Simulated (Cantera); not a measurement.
Charge: 1 mol CH3SiCl3, a varied amount of C2H4, 56 mol H2, at 2300 °C and 16000 Pa.

These are equilibrium values from Cantera (NASA tables, ideal gas, pure condensed phases), not measurements of a reactor. Candidate condensed phases: C, C6H6, C7H8, C8H18, Si, SiC; 109 gas species. The feed counts by its element totals alone. The tables' values for SiCl are old estimates; treat these amounts as uncertain. Gases not in the tables: Si2H6 and higher silanes. Kinetics and transport are ignored.

Q: At 0.059 mol C2H4, list the 5 most abundant gas species with their mole fractions, and the condensed phases.

A: H2 0.853, H 0.0793, HCl 0.0433, Si 0.0100, C2H2 (acetylene) 0.00666. Condensed: gas only.
